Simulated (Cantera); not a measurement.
Low-pressure radical oxidation in H2/O2

A perfectly stirred reactor is fed with 21.9 % H2, 78.1 % O2, equivalence ratio 0.14, at 20.0 Torr; it is held at 1450 K, and followed from long to short residence time.

Computed with Cantera and GRI-Mech 3.0 (53 species, 325 reactions). Radical loss at walls, strong at low pressure, is not modelled. The temperature is held fixed by assumption; the heat of reaction is taken as removed at once.

| τ (s) | x H2 | x O2 | x O | x H2O | x OH |
|---|---|---|---|---|---|
| 2.3 | 0.000241 | 0.752 | 0.00134 | 0.243 | 0.00296 |
| 1.1 | 0.000393 | 0.751 | 0.00220 | 0.243 | 0.00379 |
| 0.51 | 0.000651 | 0.749 | 0.00367 | 0.241 | 0.00488 |
| 0.24 | 0.00106 | 0.746 | 0.00604 | 0.239 | 0.00625 |
| 0.11 | 0.00174 | 0.742 | 0.0100 | 0.236 | 0.00802 |
| 0.054 | 0.00270 | 0.735 | 0.0157 | 0.232 | 0.00998 |
| 0.025 | 0.00424 | 0.725 | 0.0250 | 0.225 | 0.0125 |
| 0.012 | 0.00626 | 0.711 | 0.0374 | 0.215 | 0.0150 |
| 0.0057 | 0.00879 | 0.693 | 0.0528 | 0.201 | 0.0174 |
| 0.0027 | 0.0116 | 0.676 | 0.0677 | 0.187 | 0.0194 |
x: mole fraction; the columns are a selection and need not sum to one.
